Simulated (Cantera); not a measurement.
Input: 1 mol Ta2O5, 2.7 mol CO, held at 1350 °C and 22.0 mbar.

Method: chemical equilibrium by Gibbs-energy minimisation in Cantera with the NASA 1993 tables (ideal gas, pure condensed phases). Candidate condensed phases: C, Ta, TaC, Ta2O5; 15 gas species. Mutual solubility and eutectic melting of coexisting phases are not modelled. TaC: taken at fixed stoichiometry. Condensed phases not in the tables: Ta2C. Equilibrium is a limit: real reactors are often held back by kinetics, nucleation or transport.

Base state: CO 0.999, CO2 0.000691 (mole fractions); condensed: TaC(s) + Ta2O5(s).

### Question
What changes in the equilibrium state with this change: pressure from 22.0 mbar to 0.100 bar?

### Answer
```csv
species,before,after
CO,0.999,0.999
CO2,0.000691,0.00106
"TaC(s), mol",0.000533,0.000821
"Ta2O5(s), mol",1.000,1.000
```

### Question
What changes in the equilibrium state with this change: pressure from 22.0 mbar to 1 atm?

### Answer
| species | before | after |
|---|---|---|
| CO | 0.999 | 0.998 |
| CO2 | 0.000691 | 0.00206 |
| TaC(s), mol | 0.000533 | 0.00159 |
| Ta2O5(s), mol | 1.000 | 0.999 |

### Question
What changes in the equilibrium state with this change: Ta2O5 replaced by PbO?

### Answer
| species | before | after |
|---|---|---|
| CO | 0.999 | 0.460 |
| CO2 | 0.000691 | 0.270 |
| Pb | 0 | 0.270 |
| PbO | 0 | 0.000399 |
| Pb2 | 0 | 1.88e-5 |
| TaC(s), mol | 0.000533 | 0 |
| Ta2O5(s), mol | 1.000 | 0 |
Further candidate phases: Pb, PbO, PbO2, Pb3O4.
